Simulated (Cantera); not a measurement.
# Stirred combustor or abatement burner

A perfectly stirred reactor is fed with CH4 : C2H6 : C3H8 : O2 : N2 : H2O = 1 : 0.073 : 0.56 : 3.1 : 11.7 : 3.2 (molar parts), at 5.00 bar; it is adiabatic with a 798 K inlet, and is followed from long to short residence time, starting on the burning branch (τ in s: 0.19, 0.1, 0.054, 0.028, 0.015, 0.008, 0.0043, 0.0023, 0.0012, 0.00064, 0.00034, 0.00018, 9.6e-05).

Cantera simulation using GRI-Mech 3.0 (53 species, 325 reactions); the numbers are that mechanism's predictions, not measurements. GRI-Mech 3.0 was tuned for natural gas; its chemistry of propane as a main component is partial and can be far from experiment.

```json
[
 {"τ (s)": "0.19", "T (K)": "2005", "x CH4": "0.000493", "x C2H6": "5.48e-8", "x C3H8": "8.15e-8", "x HCO": "4.14e-8", "x NO": "2.04e-5", "x N2O": "1.46e-9", "x H2O": "0.251"},
 {"τ (s)": "0.10", "T (K)": "2007", "x CH4": "0.000812", "x C2H6": "1.37e-7", "x C3H8": "1.53e-7", "x HCO": "4.54e-8", "x NO": "2.26e-5", "x N2O": "1.81e-9", "x H2O": "0.252"},
 {"τ (s)": "0.054", "T (K)": "2009", "x CH4": "0.00125", "x C2H6": "3.17e-7", "x C3H8": "2.77e-7", "x HCO": "5.17e-8", "x NO": "2.31e-5", "x N2O": "2.10e-9", "x H2O": "0.253"},
 {"τ (s)": "0.028", "T (K)": "2011", "x CH4": "0.00184", "x C2H6": "7.32e-7", "x C3H8": "5.19e-7", "x HCO": "6.28e-8", "x NO": "2.19e-5", "x N2O": "2.36e-9", "x H2O": "0.254"},
 {"τ (s)": "0.015", "T (K)": "2014", "x CH4": "0.00251", "x C2H6": "1.51e-6", "x C3H8": "9.41e-7", "x HCO": "8.06e-8", "x NO": "1.97e-5", "x N2O": "2.65e-9", "x H2O": "0.257"},
 {"τ (s)": "0.0080", "T (K)": "2015", "x CH4": "0.00324", "x C2H6": "2.97e-6", "x C3H8": "1.71e-6", "x HCO": "1.11e-7", "x NO": "1.73e-5", "x N2O": "3.15e-9", "x H2O": "0.259"},
 {"τ (s)": "0.0043", "T (K)": "2014", "x CH4": "0.00399", "x C2H6": "5.55e-6", "x C3H8": "3.09e-6", "x HCO": "1.62e-7", "x NO": "1.49e-5", "x N2O": "3.99e-9", "x H2O": "0.262"},
 {"τ (s)": "0.0023", "T (K)": "2010", "x CH4": "0.00474", "x C2H6": "1.01e-5", "x C3H8": "5.65e-6", "x HCO": "2.50e-7", "x NO": "1.26e-5", "x N2O": "5.38e-9", "x H2O": "0.265"},
 {"τ (s)": "0.0012", "T (K)": "1999", "x CH4": "0.00552", "x C2H6": "1.89e-5", "x C3H8": "1.08e-5", "x HCO": "4.11e-7", "x NO": "9.99e-6", "x N2O": "7.73e-9", "x H2O": "0.267"},
 {"τ (s)": "0.00064", "T (K)": "1980", "x CH4": "0.00638", "x C2H6": "3.56e-5", "x C3H8": "2.09e-5", "x HCO": "6.83e-7", "x NO": "7.25e-6", "x N2O": "1.16e-8", "x H2O": "0.269"},
 {"τ (s)": "0.00034", "T (K)": "1942", "x CH4": "0.00764", "x C2H6": "7.44e-5", "x C3H8": "4.45e-5", "x HCO": "1.16e-6", "x NO": "4.20e-6", "x N2O": "1.88e-8", "x H2O": "0.270"},
 {"τ (s)": "0.00018", "T (K)": "1844", "x CH4": "0.0108", "x C2H6": "0.000231", "x C3H8": "0.000139", "x HCO": "2.06e-6", "x NO": "1.07e-6", "x N2O": "3.78e-8", "x H2O": "0.267"},
 {"τ (s)": "9.6e-5", "T (K)": "798", "x CH4": "0.0509", "x C2H6": "0.00372", "x C3H8": "0.0285", "x HCO": "<1e-12", "x NO": "<1e-12", "x N2O": "<1e-12", "x H2O": "0.163"}
]
```
x: mole fraction; the columns are a selection and need not sum to one.
